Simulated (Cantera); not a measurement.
Source: NASA polynomial tables (part measured, part estimated), evaluated in Cantera. Values are per mole of reaction as written; species without (g) are pure solids or liquids, kept so even where they would boil at 1 bar.

6 Cr₂N + O₃(g) ⇌ 3 N₂O(g) + 12 Cr

| T (K) | ΔH° (kJ) | ΔS° (J/K) | ΔG° (kJ) | log10 K |
|---|---|---|---|---|
| 1023 | … | … | … | … |
| 1123 | 814.7 | 248.8 | 535.3 | -24.90 |
| 1223 | … | … | … | … |
| 1323 | 807.4 | 242.7 | 486.2 | -19.20 |
| 1423 | … | … | … | … |
| 1523 | 803.4 | 239.9 | 438.0 | -15.02 |
| 1623 | … | … | … | … |
| 1723 | 803.1 | 239.7 | 390.1 | -11.83 |
| 1823 | 804.4 | 240.4 | 366.1 | -10.49 |

Problem. Complete the blanks.

Solution. 
- 1023, ΔH° (kJ): 819.4
- 1023, ΔS° (J/K): 253.2
- 1023, ΔG° (kJ): 560.4
- 1023, log10 K: -28.61
- 1223, ΔH° (kJ): 810.6
- 1223, ΔS° (J/K): 245.3
- 1223, ΔG° (kJ): 510.6
- 1223, log10 K: -21.81
- 1423, ΔH° (kJ): 804.9
- 1423, ΔS° (J/K): 240.9
- 1423, ΔG° (kJ): 462.0
- 1423, log10 K: -16.96
- 1623, ΔH° (kJ): 802.7
- 1623, ΔS° (J/K): 239.5
- 1623, ΔG° (kJ): 414.0
- 1623, log10 K: -13.33
